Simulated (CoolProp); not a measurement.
Saturation properties of cyclohexane.

Computed with CoolProp (reference Helmholtz-energy equation of state, Zhou 2014).

```tsv
T (K)	p (kPa)	enthalpy of vaporisation (kJ/kg)	liquid cp (kJ/(kg K))	vapour Z	surface tension (mN/m)	liquid viscosity (µPa s)
426.1	586.5	300.4	2.525	0.8708	10.2	199
430.3	636.6	296.6	2.552	0.8632	9.73	192
434.4	688.4	292.7	2.579	0.8554	9.33	186
438.6	744.8	288.7	2.607	0.8471	8.91	179
442.7	803.0	284.7	2.635	0.8388	8.51	173
446.8	864.5	280.5	2.663	0.8301	8.12	167
451	931.0	276.2	2.694	0.8209	7.72	162
455.1	999.4	271.8	2.724	0.8115	7.33	156
459.3	1073	267.2	2.757	0.8016	6.94	151
463.4	1149	262.6	2.790	0.7916	6.56	146
467.5	1229	257.8	2.824	0.7811	6.19	141
471.7	1315	252.8	2.860	0.7700	5.81	136
475.8	1403	247.7	2.898	0.7588	5.44	132
479.9	1495	242.4	2.937	0.7471	5.08	127
484.1	1594	236.8	2.980	0.7347	4.72	123
```

It boils at 353.9 K under 1 atm.

Viscosity comes from a separate model (Tariq 2014). Surface tension comes from a separate correlation (Mulero 2012).
